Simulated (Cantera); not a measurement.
Charge: 1 mol C2F6, 2.9 mol H2, at 2300 K and 1.60 mbar.

Method: chemical equilibrium by Gibbs-energy minimisation in Cantera with the NASA 1993 tables (ideal gas, pure condensed phases). The feed counts by its element totals alone. Rates play no part.

```tsv
species	before	after
HF	0.963	0.967
F	0.0331	0.0300
CF2	0.000908	0.00179
H	0.00202	0.000535
C3	1.05e-5	1.45e-6
H2	6.99e-5	1.48e-5
CF	0.000551	0.000338
C(graphite), mol	1.99	1.99
```
Gas species are given as mole fractions.

Question: Which change was made?
A. C2F6 replaced by c-C4F8
B. H2 from 2.9 to 19 mol
C. temperature from 2300 K to 2198.15 K
D. pressure from 1.60 mbar to 82.0 Pa

Answer: C, temperature from 2300 K to 2198.15 K
